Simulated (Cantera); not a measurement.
MgSO₄ + C + H₂ (calcination and drying)

Input: 1 mol MgSO₄, 0.045 mol C, 1.4 mol H₂, held at 748.15 K and 13300 Pa.

Method: chemical equilibrium by Gibbs-energy minimisation in Cantera with the NASA 1993 tables (ideal gas, pure condensed phases). Candidate condensed phases: C, C₆H₆, C₇H₈, C₈H₁₈, H₂O, H₂SO₄, Mg, MgCO₃, MgO, Mg(OH)₂, MgS, MgSO₄, S; 130 gas species. Gases not in the tables: S₃ to S₇. The numbers say what is thermodynamically allowed, not how fast it happens.

The x(H₂O) is 0.596 and the x(SO₂) is 0.303. The x(H₂S) is 0.0492, the x(S₂) is 0.0297 and the x(CO₂) comes out as 0.0207. The x(S₂O) is 0.00163. The x(H₂) is 0.000155. The x(S₈) comes out as 2.49e-5, the x(COS) is 9.27e-6 and the n(MgO(s)) comes out as 0.900 mol. The n(MgSO₄(s)) comes out as 0.0996 mol and the gas amount is 2.170 mol. The log10 activity of S(l) (absent) is -0.63. The log10 activity of MgCO₃(s) (absent) is -3.41. The log10 activity of C(graphite) (absent) comes out as -8.54.
